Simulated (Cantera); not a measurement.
A perfectly stirred reactor is fed with CH4 : H2 : CO2 = 0.0069 : 1 : 0.0036 (molar parts), at 0.128 atm; it is held at 1700 K, and followed from long to short residence time.

Detailed kinetics in Cantera: GRI-Mech 3.0 (53 species, 325 reactions). GRI-Mech 3.0 stops at C3 and has no aromatics, soot or wall deposition, so with more carbon than oxygen in the feed, carbon stays in small species such as C2H2 where larger ones or solid carbon would form.

**Question.** What does this change do: temperature 1700 to 2975 K?

**Answer.** 
```
quantity                 before    after
---------------------  --------  -------
x(CH4) at τ = 1.10 s    0.00468  8.65e-7
x(H2) at τ = 1.10 s       0.987    0.662
x(CO2) at τ = 1.10 s   0.000115  8.13e-9
x(O) at τ = 1.10 s     2.31e-11  2.87e-8
x(C2H) at τ = 1.10 s    2.32e-9  9.99e-5
x(CH4) at τ = 25.0 ms   0.00673  3.58e-6
x(H2) at τ = 25.0 ms      0.988    0.704
x(CO2) at τ = 25.0 ms   0.00231  4.21e-7
x(O) at τ = 25.0 ms    7.32e-12  1.09e-6
x(C2H) at τ = 25.0 ms  4.69e-11  8.37e-5
```
